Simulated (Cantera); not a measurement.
Mixture: CH₄ : O₂ : N₂ = 1 : 3.85 : 14.5 (molar parts), at 593 Torr, adiabatic and at constant pressure. Ignition delay is the time to a rise of 400 K.

Computed with Cantera and GRI-Mech 3.0 (53 species, 325 reactions).

Problem. What does this change do: 0.65 parts H2 added?

Solution. 
```csv
quantity,before,after
delay at 1150 K,83.5 ms,2.34 ms
delay at 1350 K,5.46 ms,0.478 ms
delay at 1550 K,0.738 ms,0.153 ms
delay at 1750 K,0.182 ms,63.6 µs
delay at 1950 K,63.0 µs,30.4 µs
apparent activation energy between 1750 and 1950 K,150 kJ/mol,100 kJ/mol
```

Problem. What does this change do: constant volume in place of constant pressure?

Solution. 
```tsv
quantity	before	after
delay at 1150 K	83.5 ms	81.2 ms
delay at 1350 K	5.46 ms	5.27 ms
delay at 1550 K	0.738 ms	0.712 ms
delay at 1750 K	0.182 ms	0.174 ms
delay at 1950 K	63.0 µs	59.1 µs
apparent activation energy between 1750 and 1950 K	150 kJ/mol	150 kJ/mol
```
